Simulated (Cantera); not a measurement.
A perfectly stirred reactor is fed with C2H6 : H2 = 1 : 47 (molar parts), at 100.0 Torr; it is held at 1500 K, and followed from long to short residence time.

Cantera simulation using GRI-Mech 3.0 (53 species, 325 reactions); the numbers are that mechanism's predictions, not measurements. GRI-Mech 3.0 stops at C3 and has no aromatics, soot or wall deposition, so with more carbon than oxygen in the feed, carbon stays in small species such as C2H2 where larger ones or solid carbon would form.

```csv
quantity,before,after
x(C2H6) at τ = 1.30 s,1.48e-5,5.89e-5
x(H2) at τ = 1.30 s,0.973,0.974
x(C2H) at τ = 1.30 s,2.41e-9,4.40e-10
x(CH4) at τ = 1.30 s,0.0133,0.0107
x(C2H2) at τ = 1.30 s,0.0130,0.0124
x(C2H6) at τ = 25.0 ms,0.000277,0.000994
x(H2) at τ = 25.0 ms,0.972,0.974
x(C2H) at τ = 25.0 ms,6.03e-9,6.19e-10
x(CH4) at τ = 25.0 ms,0.0141,0.0115
x(C2H2) at τ = 25.0 ms,0.0106,0.00629
```

Task: What was changed between the two runs?
(A) temperature 1500 to 1373 K
(B) H2 47 to 92 parts
(C) temperature 1500 to 1000 K
(D) temperature 1500 to 1825 K

Result: A, temperature 1500 to 1373 K
